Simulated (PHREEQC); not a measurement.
Make-up at 90 °C: 3.6 mmol/kgw NH3, 1.6 mmol/kgw NH4HF2 and 0.79 mmol/kgw K3PO4. Closed to the air; pH follows from the charge balance.

All values are PHREEQC results (ion-association model, phreeqc.dat), not measurements.

- pH: 7.75
- ionic strength: 0.00537 mol/kgw
- specific conductance: 1590 µS/cm
- total alkalinity: 3.58 meq/kg

| species | molality | activity | log γ |
|---|---|---|---|
| F- | 0.00320 | 0.00292 | -0.039 |
| NH3 | 0.00287 | 0.00288 | 0.001 |
| K+ | 0.00237 | 0.00216 | -0.039 |
| NH4+ | 0.00232 | 0.00212 | -0.040 |
| HPO4-2 | 0.000678 | 0.000477 | -0.153 |
| H2PO4- | 0.000109 | 0.000100 | -0.038 |
| OH- | 2.45e-5 | 2.24e-5 | -0.039 |
| KHPO4- | 2.20e-6 | 2.01e-6 | -0.038 |
| HF | 2.82e-7 | 2.83e-7 | 0.001 |
| PO4-3 | 7.97e-8 | 3.55e-8 | -0.351 |

Precipitation was switched off in this run. Constants without temperature data keep their 25 °C values here.
